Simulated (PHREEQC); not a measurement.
Brine: an equilibrium model

Consider water at 25 °C with 6.6 mol/kgw NaOH, 0.13 mol/kgw CaCl2 and 0.18 mol/kgw LiCl. Closed to the air; pH follows from the charge balance.

Model: Pitzer model, pitzer.dat, run in PHREEQC.

Precipitation was switched off in this run.

### Question
Estimate the pH.

### Answer
pH 15.19.

The solution is supersaturated, for example in Portlandite, so a real one may precipitate; this is no full list. Complexes and solids missing from the database can't appear. In brines, pH and single-ion activities rest on the MacInnes convention.
